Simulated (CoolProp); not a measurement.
A single-stage vapour-compression cycle with the fluid: evaporating at 307.15 K (dew point), condensing at 365.15 K (bubble point), superheat 8 K, subcooling 5 K, compressor efficiency 0.8, no pressure losses. The same conditions are run with several fluids, on thermodynamics alone (safety and materials aside).

The numbers come from the reference Helmholtz-energy equation of state of each fluid (R142b: Lemmon 2006; cyclopropane: Polt 1992; trans-2-butene: Lemmon 2005; ammonia: Gao 2020; R1336mzz(E): Akasaka 2023; R141b: Lemmon 2006) in CoolProp. The equations of Platzer and Polt are older, rougher fits.

| fluid | cooling COP | pressure ratio | discharge temperature (K) | refrigerating effect (kJ/kg) | volumetric capacity (kJ/m³) |
|---|---|---|---|---|---|
| R142b | 3.12 | 4.01 | 378.8 | 127 | 2400 |
| cyclopropane | 3.08 | 3.45 | 390.7 | 264 | 4500 |
| trans-2-butene | 3.25 | 4.16 | 374.8 | 251 | 1800 |
| ammonia | 3.18 | 4.06 | 450.9 | 874 | 8490 |
| R1336mzz(E) | 2.82 | 4.78 | 365.3 | 76.6 | 1380 |
| R141b | 3.52 | 5.20 | 379.8 | 164 | 824 |
